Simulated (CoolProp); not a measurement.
Vapour-liquid equilibrium of ethanol (1) + toluene (2) at 472.2 K; x and y are mole fractions of (1).

Model: multi-fluid Helmholtz-energy mixture model, Schroeder 2014 and Lemmon 2006; pair parameters Bell 2016, in CoolProp.

**Question.** Give the bubble pressure and the first vapour's composition at x = 0.75, 0.85, 0.95. Is there an azeotrope?

**Answer.** x = 0.75: 2.608 MPa, y = 0.837; x = 0.85: 2.744 MPa, y = 0.896; x = 0.95: 2.869 MPa, y = 0.963. No azeotrope shows between x = 0.05 and 0.95.

Pair parameters are fitted to limited data, so mixtures are less certain than the pure fluids.
